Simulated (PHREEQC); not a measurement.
# Nickel, zinc or cadmium bath: speciation

A solution holds 30 mmol/kgw ZnCl2, at 85 °C. Closed to the air; pH follows from the charge balance.

All values are PHREEQC results (ion-association model, phreeqc.dat), not measurements.

No solid was allowed to form.

Task: Predict the pH, density.

Result: pH 4.70; density 0.972 g/cm³.

Task: In which forms is Cl present?

Result: Cl- 83 %, ZnCl+ 15 %, ZnCl2 1.2 % of the Cl.

Complexes and solids missing from the database can't appear. At this temperature some constants are extrapolated from 25 °C, and those without enthalpy data are left unchanged.
